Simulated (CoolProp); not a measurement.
Vapour-liquid equilibrium of p-xylene (1) + n-nonane (2) at 372 K; x and y are mole fractions of (1).

Values from CoolProp's multi-fluid Helmholtz-energy mixture model, Zhou 2012 and Lemmon 2006; pair parameters Bell 2016.

| x | bubble pressure (kPa) | y at the bubble point | dew pressure at overall composition x (kPa) | liquid density (mol/L) |
|---|---|---|---|---|
| 0.05 | 20.86 | 0.079 | 20.61 | 5.187 |
| 0.2 | 22.68 | 0.282 | 21.92 | 5.456 |
| 0.35 | 24.33 | 0.451 | 23.32 | 5.753 |
| 0.5 | 25.89 | 0.599 | 24.83 | 6.079 |
| 0.65 | 27.39 | 0.732 | 26.45 | 6.440 |
| 0.8 | 28.88 | 0.854 | 28.20 | 6.841 |
| 0.95 | 30.37 | 0.965 | 30.15 | 7.289 |

No azeotrope shows between x = 0.05 and 0.95.

Pair parameters are fitted to limited data, so mixtures are less certain than the pure fluids.
